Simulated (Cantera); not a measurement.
A Cantera script and its output.

```python
import numpy as np
import cantera as ct

gas = ct.Solution("gri30.yaml")
gas.TPX = 1573, 11000, {'CH4': 1, 'CO2': 0.33}
reactor = ct.IdealGasConstPressureReactor(gas, energy="off", clone=False)
net = ct.ReactorNet([reactor])
net.rtol, net.atol = 1e-08, 1e-18
show = ['CH4', 'CO2', 'OH', 'CH2O', 'CH2', 'H', 'CO']
times = np.geomspace(2e-06, 60, 13)

steps = ct.SolutionArray(gas, extra=["t"])
rows = []
print(f"{'t/s':>10s}{'T/K':>9s}{'P/Pa':>11s}" + "".join(f"{s:>11s}" for s in show))
for t in times:
    while net.time < t:
        t_next = net.step()
        steps.append(gas.state, t=t_next)
    rows.append([np.interp(t, steps.t, y) for y in (steps.T, steps.P, *steps(*show).X.T)])
    print(f"{t:10.3e}{rows[-1][0]:9.1f}{rows[-1][1]:11.4g}" + "".join(f"{x:11.3e}" for x in rows[-1][2:]))
rate = np.gradient(steps.T, steps.t)
print("integrator steps:", len(steps.t))
if steps.T.max() > steps.T[0] + 200:
    print(f"time of steepest temperature rise: {steps.t[rate.argmax()]:.4e} s")
gas.TPX = 1573, 11000, {'CH4': 1, 'CO2': 0.33}
gas.equilibrate("TP")
print(f"equilibrium (TP): T = {gas.T:.1f} K  " + "  ".join(f"{s} {gas[s].X[0]:.3e}" for s in show))
```

Output:

```
       t/s      T/K       P/Pa        CH4        CO2         OH       CH2O        CH2          H         CO
 2.000e-06   1573.0    1.1e+04  7.519e-01  2.481e-01  3.555e-10  2.618e-14  2.756e-14  1.306e-07  1.709e-09
 8.397e-06   1573.0    1.1e+04  7.519e-01  2.481e-01  3.746e-10  7.763e-13  8.018e-13  1.332e-07  8.973e-09
 3.525e-05   1573.0    1.1e+04  7.519e-01  2.481e-01  3.749e-10  2.592e-11  1.799e-11  1.333e-07  3.955e-08
 1.480e-04   1573.0    1.1e+04  7.518e-01  2.481e-01  3.814e-10  1.314e-09  3.369e-10  1.357e-07  1.701e-07
 6.214e-04   1573.0    1.1e+04  7.514e-01  2.481e-01  4.892e-10  7.898e-08  5.205e-09  1.741e-07  8.630e-07
 2.609e-03   1573.0    1.1e+04  7.493e-01  2.479e-01  1.369e-09  2.452e-06  3.589e-08  4.857e-07  9.938e-06
 1.095e-02   1573.0    1.1e+04  7.291e-01  2.460e-01  8.062e-09  1.263e-05  1.161e-07  2.779e-06  2.105e-04
 4.599e-02   1573.0    1.1e+04  6.092e-01  2.277e-01  4.306e-08  9.705e-06  1.069e-07  1.309e-05  3.185e-03
 1.931e-01   1573.0    1.1e+04  3.819e-01  1.722e-01  1.453e-07  3.751e-06  6.455e-08  2.974e-05  2.543e-02
 8.107e-01   1573.0    1.1e+04  1.433e-01  5.999e-02  4.649e-07  8.466e-07  4.871e-08  5.215e-05  1.063e-01
 3.404e+00   1573.0    1.1e+04  3.502e-02  1.129e-02  5.837e-07  1.303e-07  3.034e-08  8.259e-05  1.620e-01
 1.429e+01   1573.0    1.1e+04  1.782e-02  5.058e-03  2.220e-07  2.790e-08  1.265e-08  9.219e-05  2.149e-01
 6.000e+01   1573.0    1.1e+04  8.464e-03  3.215e-04  1.284e-08  7.829e-09  4.049e-09  9.668e-05  2.482e-01
integrator steps: 1750
equilibrium (TP): T = 1573.0 K  CH4 7.484e-03  CO2 2.503e-08  OH 1.013e-12  CH2O 7.359e-09  CH2 3.384e-09  H 9.711e-05  CO 2.503e-01
```

Cantera simulation using GRI-Mech 3.0 (53 species, 325 reactions); the numbers are that mechanism's predictions, not measurements. GRI-Mech 3.0 stops at C3 and has no aromatics, soot or wall deposition, so with more carbon than oxygen in the feed, carbon stays in small species such as C2H2 where larger ones or solid carbon would form.
